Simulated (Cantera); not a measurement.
Charge: 1 mol Fe₂O₃, 2.1 mol SO₃, 34 mol N₂, 0.8 mol SO₂, equilibrated at 977 °C and 0.400 bar.

Method: chemical equilibrium by Gibbs-energy minimisation in Cantera with the NASA 1993 tables (ideal gas, pure condensed phases). Candidate condensed phases: Fe, FeO, FeS, FeSO₄, FeS₂, Fe₂O₃, Fe₂(SO₄)₃, Fe₃O₄, S; 19 gas species. Equilibrium is a limit: real reactors are often held back by kinetics, nucleation or transport.

Base state: N₂ 0.896, SO₂ 0.0751, O₂ 0.0270, SO₃ 0.00136, NO 0.000108 (mole fractions); condensed: Fe₂O₃(s).

Question: What changes in the equilibrium state with this change: temperature from 977 °C to 502 °C?

Answer: 
```
species              before    after
-----------------  --------  -------
N₂                    0.896    0.976
SO₂                  0.0751   0.0230
SO₃                 0.00136  0.00119
O₂                   0.0270  2.18e-6
NO                 0.000108  4.61e-9
Fe₂O₃(s), mol          1.00    0.314
Fe₂(SO₄)₃(s), mol         0    0.686
```
